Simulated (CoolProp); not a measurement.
Nitrous oxide along the isotherm 165.15 °C: fugacity coefficient from the reference equation and from simpler models built on Tc = 36.4 °C, pc = 7245 kPa, ω = 0.161; each cubic takes its own stable root.

Model: reference Helmholtz-energy equation of state, Lemmon 2006, in CoolProp. It is a short technical equation, of lower accuracy than the large ones.

```csv
p (kPa),phase,reference
2590,gas,0.9630
5170,gas,0.9278
7760,supercritical,0.8940
10300,supercritical,0.8625
12900,supercritical,0.8322
15500,supercritical,0.8038
18100,supercritical,0.7776
20700,supercritical,0.7538
23300,supercritical,0.7324
25900,supercritical,0.7135
28500,supercritical,0.6969
31000,supercritical,0.6831
33600,supercritical,0.6707
36200,supercritical,0.6602
```

Problem. How far does each simpler model (van der Waals, Redlich-Kwong, Peng-Robinson) lie from the reference over these 14 states: mean and median of the absolute difference, and the worst?

Solution. 
- van der Waals: mean 5.5 %, median 6.6 %, worst -8.0 % at 165.15 °C and 28500 kPa
- Redlich-Kwong: mean 2.2 %, median 2.7 %, worst -2.9 % at 165.15 °C and 28500 kPa
- Peng-Robinson: mean 1.3 %, median 1.4 %, worst -1.8 % at 165.15 °C and 15500 kPa
